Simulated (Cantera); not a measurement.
# Ignition delay

Mixture: 18.5 % CH4, 19.4 % O2, 62.2 % N2, at 5700 Torr, adiabatic and at constant pressure. Ignition delay is the time to a rise of 400 K.

Computed with Cantera and GRI-Mech 3.0 (53 species, 325 reactions).

```csv
T0 (K),delay (ms)
1250,4.29
1350,1.35
1450,0.463
1550,0.171
1650,0.0685
1750,0.0300
```

```json
{
  "apparent activation energy between 1550 and 1750 K": "200 kJ/mol"
}
```
